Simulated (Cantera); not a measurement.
An isothermal, constant-pressure homogeneous reactor starts with NH3 : H2 = 1 : 0.44 (molar parts), at 1348 K and 1.00 atm. Integrator tolerance rtol = 1e-08.

Computed with Cantera and the gas-phase N/H chemistry of the illustrative SiF4/NH3 mechanism in the Surface Chemkin manual (1991). Walls and surfaces, which speed up NH3 decomposition in real reactors, are not modelled.

Problem. What does this change do: temperature 1348 to 1725 K?

Solution. 
```json
[
 {"quantity": "x(NH3) at 70.0 s", "before": "0.667 (gas-phase equilibrium 3.29e-5)", "after": "0.00328 (gas-phase equilibrium 1.11e-5)"},
 {"quantity": "x(H2) at 70.0 s", "before": "0.325 (gas-phase equilibrium 0.795)", "after": "0.793 (gas-phase equilibrium 0.795)"},
 {"quantity": "x(N) at 70.0 s", "before": "1.94e-11 (gas-phase equilibrium <1e-12)", "after": "1.19e-9 (gas-phase equilibrium 4.07e-12)"},
 {"quantity": "x(N2H2) at 70.0 s", "before": "2.06e-8 (gas-phase equilibrium <1e-12)", "after": "6.46e-11 (gas-phase equilibrium <1e-12)"},
 {"quantity": "x(NH) at 70.0 s", "before": "2.57e-9 (gas-phase equilibrium <1e-12)", "after": "2.03e-8 (gas-phase equilibrium 6.89e-11)"},
 {"quantity": "x(H) at 70.0 s", "before": "1.18e-6 (gas-phase equilibrium 2.06e-6)", "after": "0.000164 (gas-phase equilibrium 0.000166)"},
 {"quantity": "x(NH2) at 70.0 s", "before": "4.62e-6 (gas-phase equilibrium 1.63e-10)", "after": "1.75e-6 (gas-phase equilibrium 5.93e-9)"}
]
```

Problem. What does this change do: temperature 1348 to 2050 K?

Solution. 
```
quantity                                             before                                      after
-----------------  ----------------------------------------  -----------------------------------------
x(NH3) at 70.0 s      0.667 (gas-phase equilibrium 3.29e-5)    6.45e-6 (gas-phase equilibrium 5.98e-6)
x(H2) at 70.0 s         0.325 (gas-phase equilibrium 0.795)        0.793 (gas-phase equilibrium 0.793)
x(N) at 70.0 s      1.94e-11 (gas-phase equilibrium <1e-12)  8.79e-10 (gas-phase equilibrium 8.16e-10)
x(N2H2) at 70.0 s    2.06e-8 (gas-phase equilibrium <1e-12)      <1e-12 (gas-phase equilibrium <1e-12)
x(NH) at 70.0 s      2.57e-9 (gas-phase equilibrium <1e-12)    3.84e-9 (gas-phase equilibrium 3.56e-9)
x(H) at 70.0 s      1.18e-6 (gas-phase equilibrium 2.06e-6)    0.00202 (gas-phase equilibrium 0.00202)
x(NH2) at 70.0 s   4.62e-6 (gas-phase equilibrium 1.63e-10)    4.86e-8 (gas-phase equilibrium 4.51e-8)
```

Problem. What does this change do: temperature 1348 to 1625 K?

Solution. 
| quantity | before | after |
|---|---|---|
| x(NH3) at 70.0 s | 0.667 (gas-phase equilibrium 3.29e-5) | 0.0334 (gas-phase equilibrium 1.41e-5) |
| x(H2) at 70.0 s | 0.325 (gas-phase equilibrium 0.795) | 0.771 (gas-phase equilibrium 0.795) |
| x(N) at 70.0 s | 1.94e-11 (gas-phase equilibrium <1e-12) | 1.13e-9 (gas-phase equilibrium <1e-12) |
| x(N2H2) at 70.0 s | 2.06e-8 (gas-phase equilibrium <1e-12) | 1.48e-9 (gas-phase equilibrium <1e-12) |
| x(NH) at 70.0 s | 2.57e-9 (gas-phase equilibrium <1e-12) | 3.34e-8 (gas-phase equilibrium 1.49e-11) |
| x(H) at 70.0 s | 1.18e-6 (gas-phase equilibrium 2.06e-6) | 5.93e-5 (gas-phase equilibrium 6.29e-5) |
| x(NH2) at 70.0 s | 4.62e-6 (gas-phase equilibrium 1.63e-10) | 6.21e-6 (gas-phase equilibrium 2.69e-9) |
